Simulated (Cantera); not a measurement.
## Premixed flame

A freely propagating, adiabatic, planar premixed flame of H2 : O2 : N2 = 1 : 0.312 : 1.17 (molar parts), unburnt at 675 K and 100.0 Torr; mixture-averaged transport, grid criteria slope 0.08 and curve 0.16, no radiation.

Detailed kinetics in Cantera: the H2/O2 subset of GRI-Mech 3.0, which has no nitrogen chemistry. Burning velocities carry a grid error of a few per cent, more on coarse grids.

| z (mm) | T (K) | u (m/s) | x H2 | x O2 | x O | x H2O | x OH | x HO2 |
|---|---|---|---|---|---|---|---|---|
| -19.8 | 675 | 8.65 | 0.403 | 0.126 | <1e-8 | <1e-8 | <1e-8 | <1e-8 |
| -13.2 | 675 | 8.65 | 0.403 | 0.126 | <1e-8 | <1e-8 | <1e-8 | <1e-8 |
| -9.90 | 675 | 8.65 | 0.403 | 0.126 | <1e-8 | <1e-8 | <1e-8 | <1e-8 |
| -6.60 | 675 | 8.65 | 0.403 | 0.126 | <1e-8 | 7.01e-8 | <1e-8 | 5.47e-7 |
| -3.30 | 682 | 8.74 | 0.401 | 0.126 | 1.27e-5 | 0.000509 | 1.84e-5 | 3.34e-5 |
| -1.65 | 778 | 9.90 | 0.379 | 0.122 | 0.000375 | 0.0106 | 0.000232 | 2.53e-5 |
| 0 | 1136 | 14.1 | 0.219 | 0.0669 | 0.00687 | 0.121 | 0.00301 | 1.08e-5 |
| 1.65 | 1385 | 17.0 | 0.116 | 0.0113 | 0.00783 | 0.227 | 0.00597 | 1.77e-6 |
| 3.30 | 1483 | 18.1 | 0.115 | 0.00727 | 0.00736 | 0.236 | 0.00730 | 1.02e-6 |
| 6.60 | 1604 | 19.4 | 0.123 | 0.00620 | 0.00698 | 0.239 | 0.00892 | 7.60e-7 |
| 13.2 | 1745 | 20.9 | 0.131 | 0.00508 | 0.00614 | 0.244 | 0.0105 | 5.51e-7 |
| 26.4 | 1896 | 22.4 | 0.140 | 0.00382 | 0.00489 | 0.250 | 0.0115 | 3.83e-7 |
| 52.8 | 2048 | 23.9 | 0.147 | 0.00259 | 0.00345 | 0.257 | 0.0115 | 2.64e-7 |
x: mole fraction of selected species; z is measured from the peak of heat release.

```yaml
laminar_burning_velocity: 865 cm/s
thermal_thickness: 6.60 mm
peak x(O): 0.00868
peak x(OH): 0.0117
peak x(HO2): 3.34e-5
grid_points: 145
```
